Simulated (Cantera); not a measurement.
Input (Python, Cantera) and output of one run.

```python
import numpy as np
import cantera as ct

gas_names = [...]  # 109 gases of nasa_gas.yaml made of C, Cl, H, Si
cond_names = """
    C(gr) C6H6(L) C7H8(L) C8H18(L),n-octa Si(cr) Si(L) SiC(b)
""".split()


# ... load() reads the species with a 1 bar reference pressure and builds the phases ...
atoms = {
    'SiCl4': {'Si': 1, 'CL': 4},
    'CH4': {'C': 1, 'H': 4},
    'H2': {'H': 2},
}
top_T = {'C(gr)': 4500, 'SiC(b)': 3050}  # K; cautious upper limits of use, not melting points


# ... equilibrate(T, P, feed) seeds the gas with the atoms and calls Mixture.equilibrate('TP', solver="vcs", rtol=1e-11, max_steps=5000) ...
results = []
feed = {'SiCl4': 1, 'CH4': 0.25, 'H2': 97}  # mol
T = 1673.15  # K
P = 13332.2  # Pa
mix = equilibrate(T, P, feed)
results.append((T, P, feed, dict(zip(mix.species_names, mix.species_moles))))
print(gas.report(threshold=0.001))
for i in range(1, mix.n_phases):
    print(f"{mix.phase(i).name:16s} {mix.phase_moles(i):12.5e} mol")
```

Output:

```
       temperature   1673.2 K
          pressure   13332 Pa
           density   0.0033654 kg/m^3
  mean mol. weight   3.5116 kg/kmol
   phase of matter   gas

                          1 kg             1 kmol
                     ---------------   ---------------
          enthalpy        1.0993e+07        3.8603e+07  J
   internal energy        7.0313e+06        2.4691e+07  J
           entropy             57884        2.0327e+05  J/K
    Gibbs function       -8.5857e+07        -3.015e+08  J
 heat capacity c_p            9448.8             33181  J/K
 heat capacity c_v            7081.1             24866  J/K

                      mass frac. Y      mole frac. X     chem. pot. / RT
                     ---------------   ---------------   ---------------
               HCL           0.33475          0.032243           -37.823
                H2           0.55312           0.96347           -20.979
             SiCL2           0.10962         0.0038888           -59.528
     [ +106 minor]         0.0025108        0.00039542

C(gr)             0.00000e+00 mol
Si(cr)            3.55376e-01 mol
SiC(b)            2.49795e-01 mol
```

Equilibrium computed with Cantera from the NASA thermochemical tables; the gas is ideal and each condensed phase is pure. Mutual solubility and eutectic melting of coexisting phases are not modelled. The tables' values for SiCl3 are old estimates; treat these amounts as uncertain. Gases not in the tables: Si2H6 and higher silanes.
